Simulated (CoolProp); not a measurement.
Propylene glycol along the isobar 10300 kPa: density (kg/m³) from the reference equation and from simpler models built on Tc = 674.0 K, pc = 7292 kPa, ω = 0.327; each cubic takes its own stable root.

Computed with CoolProp (reference Helmholtz-energy equation of state, Eisenbach 2021).

| T (K) | phase | reference | van der Waals | Redlich-Kwong | Soave-Redlich-Kwong | Peng-Robinson |
|---|---|---|---|---|---|---|
| 450.3 | liquid | 913.3 | 603.2 | 866.7 | 902.5 | 1018 |
| 457.8 | liquid | 906.3 | 599.0 | 858.6 | 894.8 | ___ |
| 465.3 | liquid | 899.2 | ___ | 850.4 | 887.0 | 1001 |
| 472.8 | liquid | 891.9 | 590.2 | 842.0 | 878.9 | 992.1 |
| 480.3 | liquid | 884.5 | 585.7 | 833.5 | 870.6 | 982.9 |
| 487.8 | liquid | 876.9 | 581.1 | 824.8 | 862.1 | 973.5 |
| 495.3 | liquid | ___ | 576.4 | 815.9 | 853.4 | 963.8 |
| 502.7 | liquid | 861.4 | 571.7 | 806.9 | 844.5 | 953.9 |
| 510.2 | liquid | 853.3 | 566.9 | 797.7 | 835.2 | 943.6 |
| 517.7 | liquid | 845.0 | 561.9 | 788.2 | 825.7 | 932.9 |
| 525.2 | liquid | 836.6 | 556.9 | 778.5 | 815.9 | 921.9 |
| 532.7 | liquid | 827.9 | 551.7 | 768.6 | 805.7 | 910.5 |
| 540.2 | liquid | 819.0 | 546.4 | 758.4 | 795.3 | 898.7 |
| 547.7 | liquid | 809.8 | 541.0 | 748.0 | 784.4 | 886.5 |

Complete the blanks.


- 457.8, Peng-Robinson: 1010
- 465.3, van der Waals: 594.6
- 495.3, reference: 869.2
